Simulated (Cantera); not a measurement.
Equilibrium for boron, boron nitride and boron oxide: B₂H₆ + O₂ + N₂

Charge: 1 mol B₂H₆, 0.21 mol O₂, a varied amount of N₂, at 1050 °C and 35.0 Pa.

Equilibrium computed with Cantera from the NASA thermochemical tables; the gas is ideal and each condensed phase is pure. Candidate condensed phases: B, BN, B₂O₃, B₃O₃H₃, H₂O; 39 gas species. The feed counts by its element totals alone. N₂ is the only nitrogen source here; it is nearly inert below about 1500 K, so the nitride shown seldom forms there in practice. Mutual solubility and eutectic melting of coexisting phases are not modelled. Equilibrium is a limit: real reactors are often held back by kinetics, nucleation or transport.

From 14 mol N₂ to 70 mol N₂ the condensed part is BN(s) + B₂O₃(l). At 79 mol N₂ the condensed part is BN(s). The main B-bearing gas is HBO₂ at 14 mol N₂ and B₂O₃ at 79 mol N₂. The share of B in condensed phases is highest at 14 mol N₂ (96.1 %) and lowest at 79 mol N₂ (86.9 %).

| n(N₂) (mol) | log p N₂ | log p H₂ | log p HBO₂ | log p B₂O₃ | n BN(s) | n B₂O₃(l) |
|---|---|---|---|---|---|---|
| 14 | -3.55 | -4.19 | -6.12 | -6.46 | 1.73 | 0.0963 |
| 22 | -3.51 | -4.37 | -6.20 | -6.46 | 1.73 | 0.0819 |
| 30 | -3.50 | -4.49 | -6.26 | -6.46 | 1.73 | 0.0686 |
| 38 | -3.49 | -4.59 | -6.31 | -6.46 | 1.73 | 0.0559 |
| 46 | -3.48 | -4.67 | -6.35 | -6.46 | 1.74 | 0.0437 |
| 54 | -3.48 | -4.74 | -6.38 | -6.46 | 1.74 | 0.0318 |
| 62 | -3.48 | -4.79 | -6.41 | -6.46 | 1.74 | 0.0201 |
| 70 | -3.48 | -4.85 | -6.43 | -6.46 | 1.74 | 0.00875 |
| 79 | -3.47 | -4.90 | -6.47 | -6.47 | 1.74 | 0 |
log p: log10 of the partial pressure in bar; n: condensed amount in mol.
